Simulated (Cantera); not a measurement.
Equilibrium for nitride etching: BN + H2O + H2

A closed system holds: 1 mol BN, a varied amount of H2O, 3.2 mol H2, equilibrated at 2073.15 K and 150 Torr.

Method: chemical equilibrium by Gibbs-energy minimisation in Cantera with the NASA 1993 tables (ideal gas, pure condensed phases). Candidate condensed phases: B, BN, B2O3, B3O3H3, H2O; 39 gas species. Equilibrium is a limit: real reactors are often held back by kinetics, nucleation or transport.

```tsv
n(H2O) (mol)	log p H2	log p H2O	log p HBO2	log p N2	log p HBO	log p B2O3	log p B2O2
1.4	-0.81	-3.17	-2.19	-1.75	-1.98	-2.15	-2.76
1.7	-0.82	-2.52	-1.87	-1.77	-2.31	-2.15	-3.42
2	-0.83	-2.09	-1.72	-1.79	-2.61	-2.29	-4.00
2.3	-0.85	-1.84	-1.67	-1.81	-2.83	-2.43	-4.42
2.7	-0.87	-1.62	-1.64	-1.84	-3.04	-2.59	-4.82
3.2	-0.90	-1.46	-1.64	-1.87	-3.23	-2.76	-5.18
3.8	-0.93	-1.33	-1.66	-1.90	-3.41	-2.91	-5.49
4.5	-0.97	-1.23	-1.68	-1.94	-3.57	-3.06	-5.77
5.3	-1.01	-1.15	-1.71	-1.98	-3.71	-3.20	-6.03
6.2	-1.05	-1.09	-1.74	-2.02	-3.85	-3.33	-6.26
7.3	-1.09	-1.03	-1.78	-2.06	-3.99	-3.46	-6.49
```
log p: log10 of the partial pressure in bar; nothing condenses.

From 1.4 mol H2O to 7.3 mol H2O nothing is condensed. The main B-bearing gas is B2O3 at 1.4 mol H2O and HBO2 at 7.3 mol H2O.
